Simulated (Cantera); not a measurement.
Input (Python, Cantera) and output of one run.

```python
import numpy as np
import cantera as ct

gas_names = [...]  # 110 gases of nasa_gas.yaml made of C, H, O
cond_names = """
    C(gr) C6H6(L) C7H8(L) C8H18(L),n-octa H2O(s) H2O(L)
""".split()


# ... load() reads the species with a 1 bar reference pressure and builds the phases ...
atoms = {
    'C2H5OH': {'C': 2, 'H': 6, 'O': 1},
    'H2': {'H': 2},
}
top_T = {'C(gr)': 4500}  # K; cautious upper limits of use, not melting points


# ... equilibrate(T, P, feed) seeds the gas with the atoms and calls Mixture.equilibrate('TP', solver="vcs", rtol=1e-11, max_steps=5000) ...
results = []
feed = {'C2H5OH': 1, 'H2': 73}  # mol
P = 101325  # Pa
for T in [1198, 1398, 1598, 1798, 1998, 2198, 2398]:
    mix = equilibrate(T, P, feed)
    results.append((T, P, feed, dict(zip(mix.species_names, mix.species_moles))))

top = {s: max(r[3][s] / sum(r[3][g] for g in gas_names) for r in results) for s in gas_names}
cols = sorted((s for s in top if top[s] > 1e-05), key=lambda s: -top[s])[:6]
seen = [c for c in cond_names if any(r[3].get(c, 0) > 1e-12 for r in results)]
print("log10 of partial pressures in bar; condensed amounts in mol")
print(f"{'T/K':>10s}" + "".join(f"{s[:9]:>10s}" for s in cols + seen))
for T, P, feed, n in results:
    ng = sum(n[g] for g in gas_names)
    print(f"{T:10.4g}" + "".join(f"{np.log10(max(n[s] / ng * P / 1e5, 1e-99)):10.3f}" for s in cols)
          + "".join(f"{n.get(c, 0):10.4g}" for c in seen))
```

Output:

```
log10 of partial pressures in bar; condensed amounts in mol
       T/K        H2         H       CH4        CO C2H2,acet       H2O     C(gr)
      1198    -0.006    -6.724    -1.862    -1.888    -7.122    -3.414         0
      1398    -0.002    -5.326    -2.363    -1.881    -5.613    -4.304    0.6754
      1598    -0.001    -4.274    -2.785    -1.880    -4.570    -4.934    0.8717
      1798    -0.001    -3.454    -3.112    -1.881    -3.764    -5.422    0.9144
      1998    -0.001    -2.795    -3.372    -1.881    -3.121    -5.810     0.851
      2198    -0.004    -2.256    -3.586    -1.882    -2.600    -6.127    0.5931
      2398    -0.010    -1.807    -3.781    -1.884    -2.196    -6.380         0
```

These are equilibrium values from Cantera (NASA tables, ideal gas, pure condensed phases), not measurements of a reactor.
